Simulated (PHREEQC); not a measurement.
PHREEQC input (ion-association model, wateq4f.dat):

```
SOLUTION_MASTER_SPECIES
  An  An-  0  An  62.0  # stands for a non-complexing anion
SOLUTION_SPECIES
  An- = An-
    -log_k 0
    -gamma 3.0 0
  PO4-3 + 3H+ = H3PO4  # constants of phreeqc.dat
    -log_k 21.721
    -delta_h -10.1 kJ
PHASES
  Fix_H+
    H+ = H+
    -log_k 0
SOLUTION 1
  temp 25
  units mmol/kgw
  pH 7 charge
  S(6) 0.03
  Cu(2) 0.03
  B 0.87
  P 0.013
  Na 300.013
  An 300
END
SELECTED_OUTPUT 1
  -reset false
  -pH true
  -pe true
  -ionic_strength true
  -water true
  -totals B Cu Na P S Cu(1) Cu(2) S(-2) S(6)
  -molalities Hfo_wOH Hfo_wOH2+ Hfo_wO- Hfo_sOH Hfo_sOH2+ Hfo_sO- Hfo_sOCu+ Hfo_wOCu+ Hfo_wH2PO4 Hfo_wHPO4-
    Hfo_wPO4-2 Hfo_wSO4- Hfo_wOHSO4-2 Hfo_wH2BO3
  -saturation_indices Cu(OH)2 Brochantite Antlerite Cu3(PO4)2:3H2O Mirabilite Chalcanthite
USER_PUNCH 1
  -headings sigma psi
  10 PUNCH EDL("sigma", "Hfo"), EDL("psi", "Hfo")
PRINT
  -reset false
USE solution 1
SURFACE 1
  Hfo_wOH 0.00426966 600 1.9
  Hfo_sOH 0.000106742
EQUILIBRIUM_PHASES 1
  Fix_H+ -3 HAn 10
    -force_equality true
  O2(g) -0.68 10
END
# ... the last block is repeated for the other 16 points of pH, with NaOH or the acid as the point needs
```

Selected output (columns that matter, 17 of 17 rows; pH added in front):

```
pH	mu	B	Cu	Na	P	S	si_Cu(OH)2	si_Brochantite	si_Antlerite	si_Cu3(PO4)2:3H2O	si_Mirabilite	si_Chalcanthite	sigma	psi
3	0.30352	0.00086989	2.9956e-05	0.30001	1.1289e-09	7.671e-07	-7.7114	-24.484	-18.363	-25.448	-7.1246	-9.3123	0.36181	0.12452
3.5	0.30261	0.00086967	2.9572e-05	0.30001	8.5336e-10	7.8237e-07	-6.7166	-21.488	-16.362	-23.651	-7.1081	-9.3011	0.35665	0.12387
4	0.30225	0.00086908	2.6397e-05	0.30001	5.655e-10	8.7302e-07	-5.7658	-18.635	-14.459	-22.139	-7.0578	-9.3002	0.34292	0.12192
4.5	0.30195	0.00086777	1.3955e-05	0.30001	3.5991e-10	1.1486e-06	-5.0425	-16.622	-13.169	-21.36	-6.9377	-9.4568	0.31306	0.11735
5	0.3016	0.00086567	2.9831e-06	0.30001	2.7228e-10	1.9304e-06	-4.7125	-16.076	-12.954	-21.622	-6.7116	-9.9009	0.26491	0.109
5.5	0.30124	0.00086325	4.2034e-07	0.30001	2.7111e-10	4.104e-06	-4.5641	-16.154	-13.18	-22.216	-6.3838	-10.425	0.20742	0.096915
6	0.30092	0.00086105	5.7128e-08	0.30001	3.5824e-10	9.5323e-06	-4.4341	-16.268	-13.424	-22.689	-6.0175	-10.928	0.1521	0.081968
6.5	0.30064	0.00085937	8.3005e-09	0.30001	6.5805e-10	1.8683e-05	-4.2963	-16.425	-13.719	-23.014	-5.725	-11.498	0.10482	0.064972
7	0.30041	0.00085834	1.7134e-09	0.30001	1.8329e-09	2.6191e-05	-4.1556	-16.715	-14.15	-23.231	-5.5782	-12.211	0.066048	0.046266
7.5	0.30023	0.00085799	9.8168e-10	0.30001	7.504e-09	2.9116e-05	-4.0188	-17.122	-14.693	-23.371	-5.5321	-13.028	0.034012	0.026056
8	0.30011	0.0008585	1.1385e-09	0.30006	3.8523e-08	2.9828e-05	-3.8846	-17.575	-15.28	-23.463	-5.5214	-13.883	0.0060853	0.0048577
8.5	0.3004	0.00086037	1.5429e-09	0.30051	2.1233e-07	2.9968e-05	-3.7434	-18.008	-15.855	-23.529	-5.5184	-14.74	-0.021064	-0.016545
9	0.30081	0.00086377	2.2407e-09	0.3011	1.0916e-06	2.9993e-05	-3.58	-18.355	-16.364	-23.609	-5.5169	-15.577	-0.050959	-0.037323
9.5	0.30129	0.00086716	3.566e-09	0.30178	4.2005e-06	2.9998e-05	-3.3779	-18.547	-16.759	-23.834	-5.5154	-16.375	-0.086689	-0.056844
10	0.30179	0.00086902	6.4276e-09	0.30254	9.1039e-06	2.9998e-05	-3.1222	-18.524	-16.992	-24.407	-5.5139	-17.12	-0.13057	-0.074769
10.5	0.30248	0.0008697	1.37e-08	0.30354	1.192e-05	2.9998e-05	-2.7943	-18.213	-17.009	-25.228	-5.5119	-17.793	-0.18335	-0.090798
11	0.30386	0.00086988	3.7253e-08	0.30526	1.2758e-05	2.9998e-05	-2.3624	-17.487	-16.715	-25.987	-5.5087	-18.362	-0.24171	-0.10426
```

H3PO4, which wateq4f.dat lacks, is added to it with the constant of phreeqc.dat. The database has no phosphate complexes of Cu. The database's constant for dissolved Cu(OH)2 is higher than later reviews accept. The oxide is taken as insoluble; below pH 4 it would dissolve.
